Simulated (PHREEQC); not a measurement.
PHREEQC input (ion-association model, phreeqc.dat):

```
SOLUTION 0
  temp 40
  units mmol/kgw
  pH 7 charge
  Cl 23.61
  Mg 4.2
  Ca 7.6
SOLUTION 1-30
  temp 40
  units mmol/kgw
  pH 7 charge
  Cl 9.01
  Mn(2) 4.5
  Br 3.5
  K 3.5
END
EXCHANGE 1-30
  X 0.014
  -equilibrate 1
END
SELECTED_OUTPUT 1
  -reset false
  -pH true
  -pe true
  -ionic_strength true
  -water true
  -step true
  -totals Br Ca Cl K Mg Mn Mn(2) Mn(3)
  -molalities KX MgX2 MnX2 CaX2
  -saturation_indices Pyrochroite Sylvite
PRINT
  -reset false
TRANSPORT
  -cells 30
  -shifts 120
  -lengths 0.00333333
  -time_step 720
  -dispersivities 0.008
  -boundary_conditions flux flux
  -correct_disp true
  -punch_cells 30
  -punch_frequency 4
END
```

Selected output (columns that matter, 19 of 31 rows; pore volumes added in front):

```
pore volumes	pH	mu	Br	Ca	Cl	K	Mg	Mn	m_KX	m_MgX2	m_MnX2	m_CaX2	si_Pyrochroite	si_Sylvite
0	5.0476	0.016816	0.0035	0	0.00901	0.0035	0	0.0045	0.0017508	0	0.0061246	0	-7.6774	-5.5946
0.2833	5.0477	0.016823	0.0034984	6.3177e-16	0.0090165	0.0035008	3.1692e-13	0.0045021	0.0017507	6.1118e-13	0.0061246	1.9236e-15	-7.6773	-5.5942
0.4167	5.0479	0.017061	0.0034443	2.5179e-11	0.0092425	0.0035252	2.3687e-09	0.0045758	0.0017492	4.4972e-09	0.0061254	7.5474e-11	-7.6712	-5.5812
0.6833	5.0507	0.020164	0.0027549	9.2247e-07	0.012118	0.0036601	8.4385e-06	0.0055921	0.0016521	1.3257e-05	0.0061584	2.288e-06	-7.5959	-5.4568
0.95	5.0546	0.025322	0.001667	0.00011089	0.016656	0.0032925	0.00027304	0.0071264	0.0012862	0.00032132	0.0058295	0.00020603	-7.5077	-5.3786
1.0833	5.0563	0.027651	0.0012085	0.00042526	0.018569	0.0028731	0.0006985	0.0073233	0.0010377	0.00070257	0.0051033	0.00067531	-7.5026	-5.3958
1.35	5.0589	0.031174	0.00058313	0.0019978	0.021178	0.001892	0.0019799	0.0059517	0.00058063	0.0014378	0.0029813	0.0022905	-7.6013	-5.5261
1.6167	5.0607	0.033276	0.00026214	0.0040159	0.022516	0.0010897	0.0030708	0.0037528	0.0002966	0.0017542	0.0014755	0.003622	-7.8056	-5.7411
1.75	5.0613	0.033924	0.00017289	0.0048572	0.022889	0.00080309	0.0034319	0.0028352	0.00021021	0.0018132	0.0010303	0.0040515	-7.9284	-5.867
2.0167	5.0621	0.034704	7.3609e-05	0.0060631	0.023303	0.0004219	0.003867	0.0015422	0.00010517	0.0018529	0.00050791	0.0045866	-8.194	-6.139
2.2833	5.0625	0.035079	3.075e-05	0.0067637	0.023482	0.00021582	0.0040678	0.00081178	5.2465e-05	0.0018536	0.00025417	0.004866	-8.4732	-6.4269
2.4167	5.0626	0.035184	1.9781e-05	0.0069862	0.023527	0.00015342	0.0041205	0.00058524	3.7017e-05	0.0018497	0.0001805	0.0049513	-8.6155	-6.5743
2.6833	5.0627	0.035304	8.1328e-06	0.0072709	0.023576	7.6924e-05	0.0041757	0.00030205	1.839e-05	0.0018403	9.1452e-05	0.005059	-8.9028	-6.8731
2.95	5.0628	0.03536	3.3238e-06	0.0074239	0.023596	3.83e-05	0.0041967	0.00015505	9.1131e-06	0.0018321	4.65e-05	0.0051168	-9.1925	-7.1756
3.0833	5.0628	0.035376	2.1216e-06	0.0074711	0.023601	2.6977e-05	0.0042011	0.00011095	6.4097e-06	0.0018288	3.318e-05	0.0051348	-9.3378	-7.3277
3.35	5.0628	0.035394	8.6257e-07	0.007531	0.023606	1.335e-05	0.0042043	5.6732e-05	3.1665e-06	0.0018238	1.6906e-05	0.0051577	-9.6291	-7.6331
3.6167	5.0628	0.035402	3.4998e-07	0.0075629	0.023609	6.5914e-06	0.0042042	2.8972e-05	1.562e-06	0.0018205	8.6179e-06	0.0051702	-9.921	-7.9396
3.75	5.0628	0.035405	2.2282e-07	0.0075728	0.023609	4.6286e-06	0.0042038	2.0698e-05	1.0965e-06	0.0018193	6.1532e-06	0.005174	-10.067	-8.0931
4.0167	5.0629	0.035407	9.0245e-08	0.0075854	0.02361	2.2803e-06	0.0042028	1.0559e-05	5.4001e-07	0.0018176	3.1369e-06	0.005179	-10.359	-8.4005
```

Constants without temperature data keep their 25 °C values here.
